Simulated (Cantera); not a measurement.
Input (Python, Cantera) and output of one run.

```python
import numpy as np
import cantera as ct

gas_names = """
    Mg
""".split()
cond_names = """
    MgI2(s) MgI2(L) I2(cr) I2(L)
""".split()


# ... load() reads the species with a 1 bar reference pressure and builds the phases ...
species = {s.name: s for s in load("nasa_gas.yaml", gas_names) + load("nasa_condensed.yaml", cond_names)}
# Each term lists the table entries of one substance; the one whose range holds T is used.
reactions = {
    'MgI2 = Mg(g) + I2':
        [(-1, ['MgI2(s)', 'MgI2(L)']), (1, ['Mg']), (1, ['I2(cr)', 'I2(L)'])],
}


def pick(names, T):
    return next(species[n] for n in names if species[n].thermo.min_temp <= T <= species[n].thermo.max_temp)


results = []
for label, terms in reactions.items():
    print(label)
    print("     T/K   dH/kJ  dS/(J/K)   dG/kJ   log10 K")
    for T in [300, 423, 448, 473, 498, 523, 548, 573]:
        used = [(nu, pick(names, T)) for nu, names in terms]
        dH = sum(nu * s.thermo.h(T) for nu, s in used) / 1e6
        dS = sum(nu * s.thermo.s(T) for nu, s in used) / 1e3
        dG = dH - T * dS / 1e3
        logK = -dG * 1e6 / (ct.gas_constant * T * np.log(10))
        results.append((label, T, dH, dS, dG, logK, [s.name for _, s in used]))
        print(f"{T:8g} {dH:8.1f} {dS:8.1f} {dG:8.1f} {logK:8.2f}")
```

It prints:

```
MgI2 = Mg(g) + I2
     T/K   dH/kJ  dS/(J/K)   dG/kJ   log10 K
     300    514.1    135.1    473.5   -82.45
     423    530.7    178.0    455.4   -56.23
     448    531.2    179.2    450.9   -52.57
     473    531.7    180.3    446.4   -49.30
     498    532.2    181.3    441.9   -46.35
     523    532.7    182.2    437.4   -43.68
     548    533.1    183.1    432.8   -41.25
     573    533.6    183.9    428.2   -39.03
```

Cantera with NASA thermochemical tables; ideal gases at 1 bar, condensed phases pure. Condensed species are held in their standard states even where they would react or evaporate.
